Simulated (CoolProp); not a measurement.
A single-stage vapour-compression cycle with trans-2-butene: evaporating at 226.15 K (dew point), condensing at 276.15 K (bubble point), superheat 5 K, subcooling 8 K, compressor efficiency 0.6, no pressure losses. Each further row changes one setting.

Model: reference Helmholtz-energy equation of state, Lemmon 2005, in CoolProp. It is a short technical equation, of lower accuracy than the large ones.

```json
[
 {"case": "as stated", "cooling COP": "2.41", "pressure ratio": "10.6", "discharge temperature (K)": "333.2", "refrigerating effect (kJ/kg)": "363", "volumetric capacity (kJ/m³)": "111"},
 {"case": "evaporating temperature 231.15 K", "cooling COP": "2.79", "pressure ratio": "7.94", "discharge temperature (K)": "326.4", "refrigerating effect (kJ/kg)": "370", "volumetric capacity (kJ/m³)": "148"},
 {"case": "condensing temperature 271.15 K", "cooling COP": "2.73", "pressure ratio": "8.76", "discharge temperature (K)": "324.9", "refrigerating effect (kJ/kg)": "374", "volumetric capacity (kJ/m³)": "114"},
 {"case": "subcooling 13 K", "cooling COP": "2.48", "pressure ratio": "10.6", "discharge temperature (K)": "333.2", "refrigerating effect (kJ/kg)": "374", "volumetric capacity (kJ/m³)": "114"},
 {"case": "superheat 15 K", "cooling COP": "2.40", "pressure ratio": "10.6", "discharge temperature (K)": "344.7", "refrigerating effect (kJ/kg)": "377", "volumetric capacity (kJ/m³)": "110"},
 {"case": "compressor efficiency 0.5", "cooling COP": "2.01", "pressure ratio": "10.6", "discharge temperature (K)": "350.4", "refrigerating effect (kJ/kg)": "363", "volumetric capacity (kJ/m³)": "111"}
]
```
